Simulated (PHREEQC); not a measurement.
Synthetic water in mg/L, 10 °C, pH 6.37, pe 10.4:

```json
[
 {"constituent": "Na", "mg/L": "6.19"},
 {"constituent": "K", "mg/L": "0.0767"},
 {"constituent": "Ca", "mg/L": "1.21"},
 {"constituent": "Mg", "mg/L": "0.453"},
 {"constituent": "Cl", "mg/L": "3.35"},
 {"constituent": "S(6) as SO4", "mg/L": "11.4"},
 {"constituent": "Alkalinity as HCO3", "mg/L": "2.07"},
 {"constituent": "Ba", "mg/L": "0.024"},
 {"constituent": "O(0) (dissolved oxygen)", "mg/L": "0.00213"},
 {"constituent": "N(5) as NO3", "mg/L": "0.0561"},
 {"constituent": "Pb", "mg/L": "0.0486"},
 {"constituent": "Zn", "mg/L": "0.00339"}
]
```

Cl is adjusted to close the charge balance.
Valence states are taken as typed.

Equilibrium calculation in PHREEQC: ion-association model, wateq4f.dat.

The ionic strength is 0.000535 mol/kgw.

```json
[
 {"species": "Na+", "molality": "0.000269", "activity": "0.000262", "log γ": "-0.011"},
 {"species": "SO4-2", "molality": "0.000118", "activity": "0.000106", "log γ": "-0.044"},
 {"species": "Cl-", "molality": "9.76e-5", "activity": "9.51e-5", "log γ": "-0.011"},
 {"species": "CO2", "molality": "4.14e-5", "activity": "4.15e-5", "log γ": "0.000"},
 {"species": "HCO3-", "molality": "3.43e-5", "activity": "3.34e-5", "log γ": "-0.011"},
 {"species": "Ca+2", "molality": "2.97e-5", "activity": "2.68e-5", "log γ": "-0.044"},
 {"species": "Mg+2", "molality": "1.83e-5", "activity": "1.66e-5", "log γ": "-0.044"}
]
```

This is a speciation only: nothing precipitates in the calculation. Species that the database lacks are ignored. Away from 25 °C the constants follow the database's enthalpies or fits; those with neither stay at their 25 °C values.
